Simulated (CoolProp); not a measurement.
Chlorine along the isotherm 103.55 °C: fugacity coefficient from the reference equation and from simpler models built on Tc = 143.7 °C, pc = 76.42 bar, ω = 0.070; each cubic takes its own stable root.

Computed with CoolProp (reference Helmholtz-energy equation of state, Thol 2021).

| p (bar) | phase | reference | van der Waals | Redlich-Kwong | Peng-Robinson |
|---|---|---|---|---|---|
| 0.632 | gas | 0.9964 | 0.9969 | 0.9962 | 0.9959 |
| 1.44 | gas | 0.9917 | 0.9929 | 0.9914 | 0.9906 |
| 3.28 | gas | 0.9811 | 0.9838 | 0.9805 | 0.9786 |
| 7.46 | gas | 0.9571 | 0.9631 | 0.9559 | 0.9516 |
| 17 | gas | 0.9025 | 0.9161 | 0.9001 | 0.8910 |
| 38.6 | gas | 0.7766 | 0.8086 | 0.7743 | 0.7566 |
| 87.9 | liquid | 0.3918 | 0.4809 | 0.4020 | 0.3802 |
| 200 | liquid | 0.2135 | 0.2900 | 0.2244 | 0.2065 |
